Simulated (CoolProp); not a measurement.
Saturation properties of carbon monoxide (Tc = 132.9 K, pc = 3498 kPa, ω = 0.050).

Values from CoolProp's reference Helmholtz-energy equation of state, Lemmon 2006. It is a short technical equation, of lower accuracy than the large ones.

```
T (K)  p (kPa)  liquid density (kg/m³)  vapour density (kg/m³)  liquid cp (kJ/(kg K))  surface tension (mN/m)
-----  -------  ----------------------  ----------------------  ---------------------  ----------------------
105.3    789.9                   676.0                   30.65                  2.415                    4.67
108.1    947.5                   659.3                   36.90                  2.494                    4.13
110.8     1120                   642.3                   43.94                  2.589                    3.62
113.6     1321                   623.5                   52.51                  2.715                    3.10
116.3     1538                   604.1                   62.27                  2.877                    2.60
119.1     1790                   582.1                   74.36                  3.108                    2.11
121.9     2070                   557.7                   89.12                  3.450                    1.62
124.6     2369                   530.9                   106.9                  3.990                    1.17
127.4     2712                   497.5                   131.4                  5.094                   0.728
130.1     3079                   454.3                   166.5                  8.300                   0.333
```

It boils at 81.6 K under 1 atm.

Surface tension comes from a separate correlation (Mulero 2012).
